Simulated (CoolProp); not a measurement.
Properties of carbonyl sulfide at several states.

The numbers come from the reference Helmholtz-energy equation of state, Lemmon 2006 in CoolProp. It is a short technical equation, of lower accuracy than the large ones.

```tsv
T (K)	p (kPa)	phase	density (kg/m³)	isothermal compressibility (1/MPa)
311.8	19.7	gas	0.4574	50.86
514.1	10300	supercritical	181.3	___
500.5	35800	supercritical	___	___
149.7	167	liquid	___	___
```

Task: Fill in the missing entries.

Result: 
- 514.1, isothermal compressibility (1/MPa): 0.1194
- 500.5, density (kg/m³): 657.0
- 500.5, isothermal compressibility (1/MPa): 0.01326
- 149.7, density (kg/m³): 1322
- 149.7, isothermal compressibility (1/MPa): 0.0006067
